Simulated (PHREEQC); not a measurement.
PHREEQC input (Pitzer model, pitzer.dat):

```
SOLUTION 1
  temp 15
  units mol/kgw
  pH 7 charge
  Cl 1.095
  Mg 0.64
  S(6) 0.12
  Na 0.055
END
USE solution 1
INCREMENTAL_REACTIONS false
REACTION 1
  H2O -1
  0 9.886 18.011 24.689 30.178 34.689 38.397 41.444
  43.949 46.007 47.699 49.089 50.232 51.172 51.944 moles
EQUILIBRIUM_PHASES 1
  Bischofite 0 0
  Bloedite 0 0
  Brucite 0 0
  Epsomite 0 0
  Halite 0 0
  Hexahydrite 0 0
  Kieserite 0 0
  Mirabilite 0 0
  Thenardite 0 0
  MgCl2_4H2O 0 0
SELECTED_OUTPUT 1
  -reset false
  -pH true
  -pe true
  -ionic_strength true
  -water true
  -activities H2O
  -totals Cl Mg Na S
  -molalities H+ Na+ Mg+2 Cl- SO4-2 OH- HSO4- MgOH+
  -equilibrium_phases Bischofite Bloedite Brucite Epsomite Halite Hexahydrite Kieserite Mirabilite Thenardite MgCl2_4H2O
PRINT
  -reset false
END
```

Selected output (columns that matter, 15 of 15 rows; water left (kg) added in front):

```
water left (kg)	pH	mu	Cl	Mg	Na	S	m_H+	m_Na+	m_Mg+2	la_H2O	Bischofite	Epsomite	Halite	Kieserite
1	6.4429	2.095	1.095	0.64	0.055	0.12	3.3092e-07	0.055	0.64	-0.01406	0	0	0	0
0.821894	6.3524	2.549	1.3323	0.77869	0.066919	0.146	3.6035e-07	0.066919	0.77869	-0.017873	0	0	0	0
0.675514	6.2429	3.1013	1.621	0.94743	0.08142	0.17764	3.9568e-07	0.08142	0.94743	-0.022982	0	0	0	0
0.555203	6.1097	3.7734	1.9723	1.1527	0.099063	0.21614	4.3872e-07	0.099063	1.1527	-0.029946	0	0	0	0
0.456313	5.9472	4.5911	2.3997	1.4025	0.12053	0.26298	4.9176e-07	0.12053	1.4025	-0.039602	0	0	0	0
0.375043	5.7489	5.586	2.9197	1.7065	0.14665	0.31996	5.5732e-07	0.14665	1.7065	-0.05321	0	0	0	0
0.30824	5.5077	6.7967	3.5524	2.0763	0.17843	0.38931	6.3757e-07	0.17843	2.0763	-0.072686	0	0	0	0
0.253345	5.2159	8.2694	4.3222	2.5262	0.2171	0.47366	7.3247e-07	0.2171	2.5262	-0.10093	0	0	0	0
0.208215	4.8658	10.062	5.259	3.0737	0.26415	0.57633	8.3589e-07	0.26415	3.0737	-0.14241	0	0	0	0
0.165028	4.4199	11.521	6.6353	3.5845	0.33328	0.43356	1.059e-06	0.33328	3.5845	-0.19869	0	0.048451	0	0
0.13112	3.8553	13.671	8.3511	4.3044	0.41946	0.33857	1.3737e-06	0.41946	4.3044	-0.28897	0	0.075607	0	0
0.1138	3.4849	14.635	9.3831	4.74	0.24428	0.17059	1.8228e-06	0.24428	4.74	-0.34527	0	0	0.027201	0.10059
0.0929063	2.7911	16.988	11.276	5.6257	0.08205	0.028638	2.8553e-06	0.08205	5.6257	-0.47886	0	0	0.047377	0.11734
0.0512404	2.7292	17.234	11.45	5.712	0.073883	0.024036	2.9449e-06	0.073883	5.712	-0.49321	0.22855	0	0.051214	0.11877
0.0150889	2.7292	17.234	11.45	5.712	0.073883	0.024036	2.9449e-06	0.073883	5.712	-0.49321	0.43418	0	0.053885	0.11964
```
